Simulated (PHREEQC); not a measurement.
1 kg of water holding 0.31 mol/kgw KCl and 0.079 mol/kgw NaCl is evaporated at 40 °C; the solids stay in contact with the brine. CO2 from the air is kept out. The run lets Halite, Sylvite precipitate or redissolve, and no other solid.

Base run: PHREEQC, Pitzer model, pitzer.dat. Each further column changes one thing. The table gives water activity.

```
H2O removed (mol)   base  temperature from 40 to 50 °C  temperature from 40 to 75 °C
-----------------  -----  ----------------------------  ----------------------------
0                  0.987                         0.987                         0.987
30.18              0.973                         0.972                         0.973
46.01              0.926                         0.926                         0.926
51.94              0.800                         0.792                         0.792
53.88              0.770                         0.758                         0.732
54.76              0.711                         0.704                         0.686
55.23              0.711                         0.704                         0.686
```

Constants without temperature data keep their 25 °C values here.
